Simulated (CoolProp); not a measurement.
Properties of normal hydrogen along the isotherm -246.15 °C (Tc = -240.0 °C, pc = 1.296 MPa, ω = -0.219).

Computed with CoolProp (reference Helmholtz-energy equation of state, Leachman 2009).

```tsv
p (MPa)	phase	Z	cp (kJ/(kg K))	isothermal compressibility (1/MPa)
0.00205	gas	0.9991	___	488.2
0.00301	gas	0.9987	10.33	332.7
0.00442	gas	0.9981	10.34	226.7
0.00648	gas	0.9973	10.35	154.7
0.00951	gas	0.9960	10.37	105.6
0.014	gas	0.9940	10.39	71.86
0.0205	gas	0.9913	10.43	49.21
0.0301	gas	0.9871	10.49	33.66
0.0442	gas	0.9810	10.58	23.07
0.0648	gas	0.9719	10.72	15.89
0.0951	gas	0.9583	10.94	10.99
0.14	gas	0.9376	___	7.646
0.205	gas	0.9059	11.94	5.433
0.301	gas	0.8550	13.23	___
0.442	gas	0.7661	16.77	3.200
0.648	liquid	___	15.41	0.05072
```

### Question
What belongs in the gaps?

### Answer

- 0.00205, cp (kJ/(kg K)): 10.32
- 0.14, cp (kJ/(kg K)): 11.30
- 0.301, isothermal compressibility (1/MPa): 3.980
- 0.648, Z: 0.09406
